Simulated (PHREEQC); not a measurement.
Solution (20 °C): 34 mmol/kgw Na2S, 150 mmol/kgw HCl and 0.86 mmol/kgw MnCl2. Closed to the air; pH follows from the charge balance.

Model: ion-association model, wateq4f.dat, run in PHREEQC.

This is a speciation only: nothing precipitates in the calculation.

Order these Mn species by the share of Mn that they hold, largest first: MnCl+, Mn+2, MnCl2.

Mn+2 (82 %), MnCl+ (18 %), MnCl2 (0.62 %)

The pH is 1.18 and the ionic strength 0.152 mol/kgw. Species that the database lacks are ignored. The polysulfide entries of wateq4f.dat were taken out for this run.
